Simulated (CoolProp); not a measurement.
The fluid at 364.88 K and 1.47 MPa (stagnation) flows isentropically through a choked orifice. The same conditions are run with several fluids, on thermodynamics alone (safety and materials aside).

The numbers come from the reference Helmholtz-energy equation of state of each fluid (C2F6 (R116): Lemmon 2006; R22: Kamei 1995; R407C: Lemmon 2003; ammonia: Gao 2020; R115: Lemmon 2016) in CoolProp. Blends and air are pseudo-pure fits.

```
fluid        throat to inlet pressure ratio  mass flux (kg/(m² s))  throat temperature (K)
-----------  ------------------------------  ---------------------  ----------------------
C2F6 (R116)                           0.597                   6340                   350.0
R22                                   0.580                   5260                   335.5
R407C                                 0.590                   5180                   341.8
ammonia                               0.549                   2400                   318.4
R115                                  0.608                   6850                   349.4
```
